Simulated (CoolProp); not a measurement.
Properties of R142b along the isobar 101 kPa.

The numbers come from the reference Helmholtz-energy equation of state, Lemmon 2006 in CoolProp. It is a short technical equation, of lower accuracy than the large ones.

| T (°C) | phase | density (kg/m³) | expansivity (1/kK) | Prandtl number |
|---|---|---|---|---|
| -104.25 | liquid | 1395 | 1.507 | 14.3 |
| -94.85 | liquid | [?] | 1.517 | 11.6 |
| -85.55 | liquid | 1356 | 1.533 | 9.77 |
| -76.25 | liquid | 1337 | 1.555 | 8.43 |
| -66.85 | liquid | 1317 | [?] | 7.41 |
| -57.55 | liquid | 1298 | 1.615 | 6.63 |
| -48.25 | liquid | 1278 | 1.655 | 6.01 |
| -38.95 | liquid | [?] | 1.702 | 5.51 |
| -29.55 | liquid | 1238 | 1.757 | 5.10 |

Task: Some entries are withheld; supply them.

Result: 
- -94.85, density (kg/m³): 1375
- -66.85, expansivity (1/kK): 1.582
- -38.95, density (kg/m³): 1258

Viscosity comes from a separate model (Huber 2003), an estimate that may be off by 10 % or more. Thermal conductivity comes from a separate model (Huber 2003), an estimate that may be off by 10 % or more.
